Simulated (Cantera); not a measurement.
Charge: 1 mol CuO, 7.9 mol CO, 2 mol N2, at 2550 K.

Equilibrium computed with Cantera from the NASA thermochemical tables; the gas is ideal and each condensed phase is pure. Candidate condensed phases: C, Cu, CuO, Cu2O; 27 gas species. The numbers say what is thermodynamically allowed, not how fast it happens.

log p: log10 of the partial pressure in bar; n: condensed amount in mol.

```json
[
 {"P (Pa)": "10", "log p CO": "-4.18", "log p N2": "-4.77", "log p CO2": "-6.25", "log p Cu": "-5.07", "log p O": "-5.13", "log p O2": "-6.78", "n Cu(l)": "0"},
 {"P (Pa)": "100", "log p CO": "[?]", "log p N2": "[?]", "log p CO2": "[?]", "log p Cu": "[?]", "log p O": "[?]", "log p O2": "[?]", "n Cu(l)": "0"},
 {"P (Pa)": "1000", "log p CO": "[?]", "log p N2": "[?]", "log p CO2": "[?]", "log p Cu": "[?]", "log p O": "[?]", "log p O2": "[?]", "n Cu(l)": "0"},
 {"P (Pa)": "10000", "log p CO": "-1.20", "log p N2": "-1.74", "log p CO2": "-2.05", "log p Cu": "-2.04", "log p O": "-3.91", "log p O2": "-4.35", "n Cu(l)": "0"},
 {"P (Pa)": "100000", "log p CO": "-0.20", "log p N2": "-0.74", "log p CO2": "-1.04", "log p Cu": "-1.04", "log p O": "-3.90", "log p O2": "-4.32", "n Cu(l)": "0"},
 {"P (Pa)": "1000000", "log p CO": "0.83", "log p N2": "0.30", "log p CO2": "-0.01", "log p Cu": "-0.64", "log p O": "-3.89", "log p O2": "-4.32", "n Cu(l)": "0.760"}
]
```

Some entries are withheld; supply them.


- 1000, log p CO: -2.19
- 1000, log p N2: -2.74
- 1000, log p CO2: -3.14
- 1000, log p Cu: -3.04
- 1000, log p O: -4.00
- 1000, log p O2: -4.53
- 100, log p CO: -3.18
- 100, log p N2: -3.76
- 100, log p CO2: -4.50
- 100, log p Cu: -4.06
- 100, log p O: -4.37
- 100, log p O2: -5.27
